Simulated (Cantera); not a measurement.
Abatement and gas-phase synthesis: H₂O + H₂ + N₂ + O₂

Feed: 1 mol H₂O, 6.3 mol H₂, 1.9 mol N₂, 0.018 mol O₂, equilibrated at 1500000 Pa.

These are equilibrium values from Cantera (NASA tables, ideal gas, pure condensed phases), not measurements of a reactor. Candidate condensed phases: H₂O; 24 gas species. Equilibrium is a limit: real reactors are often held back by kinetics, nucleation or transport.

From 848 K to 2848 K nothing is condensed.

```csv
T (K),x H₂,x N₂,x H₂O,x H,x NH₃
848,0.675,0.204,0.113,4.04e-12,0.00711
1048,0.680,0.206,0.113,1.64e-9,0.00164
1248,0.680,0.206,0.113,9.95e-8,0.000589
1448,0.681,0.206,0.113,1.96e-6,0.000279
1648,0.681,0.206,0.113,1.90e-5,0.000158
1848,0.681,0.206,0.113,0.000113,0.000101
2048,0.680,0.206,0.113,0.000477,7.11e-5
2248,0.680,0.206,0.112,0.00156,5.31e-5
2448,0.677,0.206,0.112,0.00423,4.17e-5
2648,0.673,0.205,0.112,0.00985,3.37e-5
2848,0.664,0.204,0.110,0.0203,2.79e-5
```
x: gas mole fraction; nothing condenses.
